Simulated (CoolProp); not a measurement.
CHF3 (R23) along the isobar 1.8 MPa: fugacity coefficient from the reference equation and from simpler models built on Tc = 26.1 °C, pc = 4.832 MPa, ω = 0.263; each cubic takes its own stable root.

The numbers come from the reference Helmholtz-energy equation of state, Penoncello 2003 in CoolProp.

```tsv
T (°C)	phase	reference	Redlich-Kwong	Soave-Redlich-Kwong
-126.85	liquid	0.001721	0.004741	0.001628
-108.45	liquid	0.009567	0.02206	0.009321
-89.95	liquid	0.03560	0.06960	0.03556
-71.55	liquid	0.09844	…	0.1002
-53.15	liquid	0.2200	…	0.2270
-34.65	liquid	…	0.5564	0.4362
-16.25	liquid	0.7023	0.8070	…
2.25	gas	…	0.8420	0.8361
20.65	gas	0.8594	0.8689	0.8677
```

### Question
Complete the blanks.

### Answer

- -71.55, Redlich-Kwong: 0.1662
- -53.15, Redlich-Kwong: 0.3267
- -34.65, reference: 0.4196
- -16.25, Soave-Redlich-Kwong: 0.7301
- 2.25, reference: 0.8233

At some of these states Redlich-Kwong gives the other phase, because its saturation line lies elsewhere.
